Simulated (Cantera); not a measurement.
# Hydrocarbon pyrolysis for carbon deposition

An isothermal, constant-pressure homogeneous reactor starts with 23.8 % C2H6, 76.2 % N2, at 1798 K and 10.00 Torr.

Computed with Cantera and GRI-Mech 3.0 (53 species, 325 reactions). GRI-Mech 3.0 stops at C3 and has no aromatics, soot or wall deposition, so with more carbon than oxygen in the feed, carbon stays in small species such as C2H2 where larger ones or solid carbon would form. Radical loss at walls, strong at low pressure, is not modelled.

| t (s) | x C2H6 | x H | x C2H2 | x CH4 | x C2H4 | x CH2 |
|---|---|---|---|---|---|---|
| 2.00e-5 | 0.223 | 0.000127 | 8.51e-8 | 0.000706 | 0.000249 | 1.33e-5 |
| 5.22e-5 | 0.194 | 0.000761 | 1.47e-5 | 0.00414 | 0.00473 | 7.76e-5 |
| 0.000136 | 0.111 | 0.00204 | 0.00159 | 0.0201 | 0.0391 | 0.000180 |
| 0.000356 | 0.0153 | 0.00403 | 0.0309 | 0.0600 | 0.0789 | 0.000196 |
| 0.000928 | 0.000489 | 0.00262 | 0.0936 | 0.0688 | 0.0418 | 6.40e-5 |
| 0.00242 | 8.54e-5 | 0.00130 | 0.124 | 0.0619 | 0.0157 | 1.91e-5 |
| 0.00632 | 2.97e-5 | 0.000825 | 0.137 | 0.0549 | 0.00434 | 7.92e-6 |
| 0.0165 | 1.43e-5 | 0.000665 | 0.143 | 0.0468 | 0.00119 | 4.59e-6 |
| 0.0431 | 7.68e-6 | 0.000663 | 0.148 | 0.0355 | 0.000562 | 3.41e-6 |
| 0.112 | 3.14e-6 | 0.000777 | 0.153 | 0.0210 | 0.000222 | 2.67e-6 |
| 0.294 | 6.89e-7 | 0.00102 | 0.158 | 0.00832 | 5.78e-5 | 1.82e-6 |
| 0.766 | 6.98e-8 | 0.00144 | 0.160 | 0.00213 | 2.05e-5 | 9.44e-7 |
| 2.00 | 4.81e-9 | 0.00170 | 0.161 | 0.000503 | 1.65e-5 | 3.18e-7 |
x: mole fraction; the columns are a selection and need not sum to one.

Equilibrium at this temperature and pressure: C2H6 5.47e-11, H 0.00174, C2H2 0.0968, CH4 4.43e-5, C2H4 9.77e-6, CH2 2.94e-8 (gas phase only).
